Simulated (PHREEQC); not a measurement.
2.2 g of hydrous ferric oxide (600 m²/g; 0.2 weak and 0.005 strong sites per Fe, Dzombak-Morel constants, diffuse double layer) in 1 kg of water with 0.001 mol/kgw of an inert sodium salt and 3.6e-05 mol/kgw Na2SO4, at 25 °C; the pH is set by adding NaOH or the inert anion's acid. Oxygen alone is held at its pressure in air (log pO2 = -0.68). The system is closed to CO2. Nothing may precipitate in this run.

Base run: PHREEQC, ion-association model, wateq4f.dat. Each further column changes one thing. The table gives surface charge σ (C/m²).

```json
[
 {"pH": "4", "base": "0.141", "background salt from 0.001 to 0.0001 mol/kgw": "0.113", "oxide from 2.2 to 11 g/kgw": "0.205"},
 {"pH": "4.67", "base": "0.078", "background salt from 0.001 to 0.0001 mol/kgw": "0.052", "oxide from 2.2 to 11 g/kgw": "0.116"},
 {"pH": "5.33", "base": "0.041", "background salt from 0.001 to 0.0001 mol/kgw": "0.022", "oxide from 2.2 to 11 g/kgw": "0.057"},
 {"pH": "6.67", "base": "0.009", "background salt from 0.001 to 0.0001 mol/kgw": "0.004", "oxide from 2.2 to 11 g/kgw": "0.010"},
 {"pH": "7.33", "base": "0.004", "background salt from 0.001 to 0.0001 mol/kgw": "0.002", "oxide from 2.2 to 11 g/kgw": "0.004"},
 {"pH": "8", "base": "0.000", "background salt from 0.001 to 0.0001 mol/kgw": "0.000", "oxide from 2.2 to 11 g/kgw": "0.000"},
 {"pH": "8.67", "base": "-0.003", "background salt from 0.001 to 0.0001 mol/kgw": "-0.001", "oxide from 2.2 to 11 g/kgw": "-0.003"},
 {"pH": "9.33", "base": "-0.007", "background salt from 0.001 to 0.0001 mol/kgw": "-0.003", "oxide from 2.2 to 11 g/kgw": "-0.008"},
 {"pH": "10.67", "base": "-0.038", "background salt from 0.001 to 0.0001 mol/kgw": "-0.028", "oxide from 2.2 to 11 g/kgw": "-0.048"},
 {"pH": "11.33", "base": "-0.091", "background salt from 0.001 to 0.0001 mol/kgw": "-0.083", "oxide from 2.2 to 11 g/kgw": "-0.111"},
 {"pH": "12", "base": "-0.206", "background salt from 0.001 to 0.0001 mol/kgw": "-0.202", "oxide from 2.2 to 11 g/kgw": "-0.226"}
]
```
